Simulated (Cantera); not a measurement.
A closed system holds: 1 mol Si, 3.1 mol Br2, equilibrated at 1675 K and 0.160 bar.

Equilibrium computed with Cantera from the NASA thermochemical tables; the gas is ideal and each condensed phase is pure. Candidate condensed phases: Br2, Si; 9 gas species. The tables' values for SiBr3 are old estimates; treat these amounts as uncertain. Kinetics and transport are ignored.

Base state: Br 0.556, SiBr4 0.328, Br2 0.104, SiBr3 0.00947, SiBr2 0.00303 (mole fractions); condensed: gas only.

Q: What changes in the equilibrium state with this change: temperature from 1675 K to 1600 K?

A: 
```csv
species,before,after
Br,0.556,0.485
SiBr4,0.328,0.355
Br2,0.104,0.155
SiBr2,0.00303,0.000612
SiBr3,0.00947,0.00398
```
